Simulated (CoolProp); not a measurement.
Model: reference Helmholtz-energy equation of state, Gao 2022, in CoolProp.

Q: For n-perfluorohexane, give the phase and the cp (kJ/(kg K)), Joule-Thomson coefficient (K/MPa), isothermal compressibility (1/MPa), fugacity coefficient at 428.2 K and 0.187 MPa; 428.2 K and 0.373 MPa; 428.2 K and 0.435 MPa.

A: 
- 428.2 K and 0.187 MPa: gas; cp 0.995, Joule-Thomson coefficient 9.58, isothermal compressibility 5.61, fugacity coefficient 0.956
- 428.2 K and 0.373 MPa: gas; cp 1.01, Joule-Thomson coefficient 10.5, isothermal compressibility 2.99, fugacity coefficient 0.913
- 428.2 K and 0.435 MPa: gas; cp 1.01, Joule-Thomson coefficient 10.9, isothermal compressibility 2.62, fugacity coefficient 0.898
